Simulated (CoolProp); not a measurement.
Vapour-liquid equilibrium of ethanol (1) + o-xylene (2) at 57.75 °C; x and y are mole fractions of (1).

Computed with CoolProp (multi-fluid Helmholtz-energy mixture model, Schroeder 2014 and Zhou 2012; pair parameters Bell 2016).

```
x     bubble pressure, mixture model (kPa)  bubble pressure, Raoult's law (kPa)  y, mixture model  y, Raoult's law
----  ------------------------------------  -----------------------------------  ----------------  ---------------
0.05                                 16.89                                6.788             0.719            0.311
0.2                                  32.56                                12.38             0.865            0.682
0.35                                 36.09                                17.98             0.883            0.822
0.5                                  36.80                                23.57             0.887            0.896
0.65                                 37.59                                29.17             0.894            0.941
0.8                                  39.22                                34.77             0.916            0.972
0.95                                 41.49                                40.36             0.970            0.994
```

The largest gap from Raoult's law is +163.0 % in bubble pressure, at x = 0.2. No azeotrope shows between x = 0.05 and 0.95.

The pair parameters rest on a limited set of measurements; away from them the model extrapolates. With so large a gap from Raoult's law the liquid may split in two, which this calculation doesn't test in full.
